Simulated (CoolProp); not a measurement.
Vapour-liquid equilibrium of propane (1) + isohexane (2) at 298.9 K; x and y are mole fractions of (1).

Computed with CoolProp (multi-fluid Helmholtz-energy mixture model, Lemmon 2009 and Lemmon 2006; pair parameters Bell 2016).

**Question.** Give the bubble pressure and the first vapour's composition at x = 0.15, 0.25, 0.45. Is there an azeotrope?

**Answer.** x = 0.15: 1.617 bar, y = 0.836; x = 0.25: 2.506 bar, y = 0.902; x = 0.45: 4.299 bar, y = 0.953. No azeotrope shows between x = 0.05 and 0.95.

Pair parameters are fitted to limited data, so mixtures are less certain than the pure fluids.
